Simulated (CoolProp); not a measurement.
Vapour-liquid equilibrium of R227EA (1) + isobutane (2) at 43.9 kPa; x and y are mole fractions of (1).

The numbers come from the multi-fluid Helmholtz-energy mixture model, Lemmon 2016 and Bücker 2006; pair parameters Bell 2016 in CoolProp.

**Question.** Give the bubble temperature and the first vapour's composition at x = 0.275, 0.65, 0.8. Is there an azeotrope?

**Answer.** x = 0.275: 231.3 K, y = 0.490; x = 0.65: 231.1 K, y = 0.530; x = 0.8: 232.0 K, y = 0.593. y crosses x between x = 0.5 and 0.575: the model has an azeotrope there.

Pair parameters are fitted to limited data, so mixtures are less certain than the pure fluids.
